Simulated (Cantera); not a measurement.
Charge: 1 mol C6H6, 0.047 mol O2, 16 mol N2, held at 0.133 bar.

These are equilibrium values from Cantera (NASA tables, ideal gas, pure condensed phases), not measurements of a reactor. Candidate condensed phases: C, C6H6, C7H8, C8H18, H2O; 136 gas species. Equilibrium is a limit: real reactors are often held back by kinetics, nucleation or transport.

Q: At 1873 K, list the 6 most abundant gas species with their mole fractions, and the condensed phases.

A: N2 0.836, H2 0.155, CO 0.00492, HCN 0.00311, H 0.000696, HNC 0.000138. Condensed: C(graphite).
